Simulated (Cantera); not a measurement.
Charge: 1 mol Fe(CO)₅, 0.088 mol O₂, 12 mol H₂, at 1150 K and 0.00380 bar.

Cantera equilibrium calculation (NASA polynomials, part measured and part estimated; ideal gas, pure solids and liquids). Candidate condensed phases: C, C₆H₆, C₇H₈, C₈H₁₈, Fe, Fe(CO)₅, FeO, Fe(OH)₂, Fe(OH)₃, Fe₂O₃, Fe₃O₄, H₂O; 114 gas species. Kinetics and transport are ignored.

Question: What is the equilibrium state?

Answer: 
```json
{
  "x(H₂)": "0.698",
  "x(CO)": "0.291",
  "x(H₂O)": "0.00766",
  "x(CO₂)": "0.00269",
  "x(H)": "1.01e-6",
  "n(Fe(α))": "1.00 mol",
  "gas_amount": "17.00 mol",
  "log10 activity of C(graphite) (absent)": "-2.32",
  "log10 activity of Fe(OH)₂(s) (absent)": "-11.04",
  "log10 activity of Fe(OH)₃(s) (absent)": "-19.08"
}
```
